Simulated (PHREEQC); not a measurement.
City or well water: speciation

Model water analysis in mmol/kgw, 20 °C, pH 7.13, pe 12.9:

```tsv
constituent	mmol/kgw
Na	1.44
K	0.00275
Ca	1.13
Mg	0.328
Cl	0.355
S(6)	0.507
Alkalinity (meq/kgw)	3.17
Pb	0.00875
N(5)	0.088
```

Cl is adjusted to close the charge balance.
Valence states are taken as typed.

Computed with PHREEQC (ion-association model, phreeqc.dat).

The ionic strength is 0.00601 mol/kgw. The specific conductance comes out as 371 µS/cm.

```json
[
 {"species": "HCO3-", "molality": "0.00311", "activity": "0.00287", "log γ": "-0.034"},
 {"species": "Na+", "molality": "0.00144", "activity": "0.00132", "log γ": "-0.035"},
 {"species": "Ca+2", "molality": "0.00106", "activity": "0.000769", "log γ": "-0.138"},
 {"species": "CO2", "molality": "0.000512", "activity": "0.000513", "log γ": "0.001"},
 {"species": "SO4-2", "molality": "0.000447", "activity": "0.000324", "log γ": "-0.139"},
 {"species": "Mg+2", "molality": "0.000305", "activity": "0.000223", "log γ": "-0.136"},
 {"species": "Cl-", "molality": "0.000104", "activity": "9.60e-5", "log γ": "-0.036"},
 {"species": "NO3-", "molality": "8.80e-5", "activity": "8.09e-5", "log γ": "-0.036"},
 {"species": "CaSO4", "molality": "4.27e-5", "activity": "4.27e-5", "log γ": "0.001"},
 {"species": "CaHCO3+", "molality": "2.80e-5", "activity": "2.59e-5", "log γ": "-0.034"},
 {"species": "MgSO4", "molality": "1.48e-5", "activity": "1.49e-5", "log γ": "0.001"},
 {"species": "MgHCO3+", "molality": "7.96e-6", "activity": "7.33e-6", "log γ": "-0.036"},
 {"species": "PbCO3", "molality": "7.55e-6", "activity": "7.56e-6", "log γ": "0.001"},
 {"species": "K+", "molality": "2.74e-6", "activity": "2.53e-6", "log γ": "-0.036"},
 {"species": "NaSO4-", "molality": "2.26e-6", "activity": "2.08e-6", "log γ": "-0.034"}
]
```

This is a speciation only: nothing precipitates in the calculation. Saturation is exceeded, for instance for Cerussite; the values hold only as long as no solid forms. Complexes and solids missing from the database can't appear.
